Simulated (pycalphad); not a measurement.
An equivalent pycalphad script:

```python
from pycalphad import Database, equilibrium, calculate, variables as v
import numpy as np
db = Database('COST507.tdb')
comps = ['AL', 'SI', 'C', 'VA']
phases = ['AL4C3', 'AL4SIC4', 'AL8SIC7', 'CSI', 'DIAMOND_A4', 'FCC_A1', 'GRAPHITE', 'LIQUID']
eq = equilibrium(db, comps, phases, {v.X('SI'): 0.0066, v.X('C'): 0.1035, v.T: np.arange(1850, 499, -25), v.P: 101325, v.N: 1}, output=['HM', 'SM'])
```

CALPHAD calculation (pycalphad, COST 507 light-alloy database (1999)), 1 atm. The data set is of 1999 and partly superseded. Amounts are mole fractions of atoms. Kinetics are ignored, which matters at the lower temperatures.

Results at three of the temperatures:

```
T = 1250.00 K, P = 101325 Pa, N = 1 mol of atoms
G = -62963 J/mol, H = 27419 J/mol, S = 72.31 J/(mol K)  (SER reference)
chemical potentials (J/mol): Al -62090, Si -91645, C -68637
phase             fraction      x(Al)      x(Si)       x(C)
LIQUID              0.7585     0.9914     0.0086    2.2e-06
AL4C3               0.2415     0.5711   0.000288     0.4286
```

```
T = 1025.00 K, P = 101325 Pa, N = 1 mol of atoms
G = -47347 J/mol, H = 20620 J/mol, S = 66.31 J/(mol K)  (SER reference)
chemical potentials (J/mol): Al -44600, Si -64572, C -69872
phase             fraction      x(Al)      x(Si)       x(C)
LIQUID              0.7585     0.9914     0.0086   1.16e-08
AL4C3               0.2415     0.5712   0.000229     0.4286
```

```
T = 550.00 K, P = 101325 Pa, N = 1 mol of atoms
G = -23225 J/mol, H = -1603 J/mol, S = 39.31 J/(mol K)  (SER reference)
chemical potentials (J/mol): Al -17722, Si -39123, C -69528
phase             fraction      x(Al)      x(Si)       x(C)
FCC_A1              0.7607     1.0000   1.03e-06      1e-14
AL4C3               0.1337     0.5714   6.22e-07     0.4286
AL8SIC7             0.1056     0.5000     0.0625     0.4375
```

Changes of the phase set, refined by bisection:

| T (°C) | phases above | phases below |
|---|---|---|
| 655.0 | AL4C3 + liquid | AL4C3 + fcc + liquid |
| 654.6 | AL4C3 + fcc + liquid | AL4C3 + AL8SIC7 + fcc |

Database names, with the compositions (at.%) that they take in these runs: AL4C3: Al 57 C 43; AL8SIC7: Al 50 C 44 Si 6. FCC_A1 is fcc.
